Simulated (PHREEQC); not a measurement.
Dissolve 0.0044 mol/kgw NaOH and 0.00016 mol/kgw CO2 at 25 °C. Closed to the air; pH follows from the charge balance.

Computed with PHREEQC (Pitzer model, pitzer.dat).

```csv
quantity,before,after
pH,11.57,10.37
ionic strength (mol/kgw),0.00455,0.00451
CO3-2 (mol/kgw),0.000153,0.000111
HCO3- (mol/kgw),6.82e-6,4.90e-5
```

Problem. Name the change that produced these shifts.
(A) NaOH replaced by NaHCO3 at the same molality
(B) NaOH from 0.0044 to 0.022 mol/kgw
(C) temperature from 25 to 70 °C
(D) CO2 from 0.00016 to 3.2e-05 mol/kgw
(E) diluted 10-fold with water

Solution. C, temperature from 25 to 70 °C

Precipitation was switched off in this run. Constants without temperature data keep their 25 °C values here.
